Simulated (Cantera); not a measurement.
Charge: 1 mol TiO₂, 0.39 mol Cl₂, 0.14 mol H₂, held at 1.00 bar.

These are equilibrium values from Cantera (NASA tables, ideal gas, pure condensed phases), not measurements of a reactor. Candidate condensed phases: H₂O, Ti, TiCl₂, TiCl₃, TiCl₄, TiO, TiO₂, Ti₂O₃, Ti₃O₅, Ti₄O₇; 23 gas species. Condensed phases not in the tables: TiOCl. Equilibrium is a limit: real reactors are often held back by kinetics, nucleation or transport.

### Question
At 823 K, list the 5 most abundant gas species with their mole fractions, and the condensed phases.

### Answer
HCl 0.526, Cl₂ 0.472, H₂O 0.00126, TiCl₄ 0.000632, Cl 1.08e-5. Condensed: TiO₂(rutile).
